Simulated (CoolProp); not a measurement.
Propylene at 310.8 K and 1.07 MPa is compressed adiabatically to 4.7 MPa with isentropic efficiency 0.85. Each further row changes one setting.

Model: reference Helmholtz-energy equation of state, Lemmon 2013, in CoolProp.

```csv
case,work (kJ/kg),final temperature (K),final density (kg/m³)
as stated,___,___,88.6
efficiency 1,___,___,92.5
efficiency 0.65,___,___,___
```

**Question.** Some entries are withheld; supply them.

**Answer.** 
- as stated, work (kJ/kg): 91.0
- as stated, final temperature (K): 397.9
- efficiency 1, work (kJ/kg): 77.4
- efficiency 1, final temperature (K): 393.2
- efficiency 0.65, work (kJ/kg): 119
- efficiency 0.65, final temperature (K): 408.1
- efficiency 0.65, final density (kg/m³): 81.8
